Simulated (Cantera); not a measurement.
A closed system holds: 1 mol SiC, 0.28 mol O₂, a varied amount of N₂, 4 mol N₂O, held at 1877 °C and 7.50 Torr.

Equilibrium computed with Cantera from the NASA thermochemical tables; the gas is ideal and each condensed phase is pure. Candidate condensed phases: C, Si, SiC, SiO₂, Si₂N₂O, Si₃N₄; 34 gas species. The tables hold silica as quartz up to 1696 K and as liquid above; real silica turns to tridymite and cristobalite and melts near 1996 K. Equilibrium is a limit: real reactors are often held back by kinetics, nucleation or transport.

Q: Which condensed phases are stable at each of these points (n(N₂) (mol)): 1.7, 3.2, 6.2, 12, 23, 45, 87, 170, 330?

A: 
```tsv
n(N₂) (mol)	condensed phases	Si condensed (%)
1.7	SiO₂(l)	98.1
3.2	SiO₂(l)	97.5
6.2	SiO₂(l)	96.2
12	SiO₂(l)	93.2
23	SiO₂(l)	86.5
45	SiO₂(l)	70.6
87	SiO₂(l)	35.8
170	gas only	0.0
330	gas only	0.0
```

From 1.7 mol N₂ to 87 mol N₂ the condensed part is SiO₂(l). From 170 mol N₂ to 330 mol N₂ nothing is condensed.
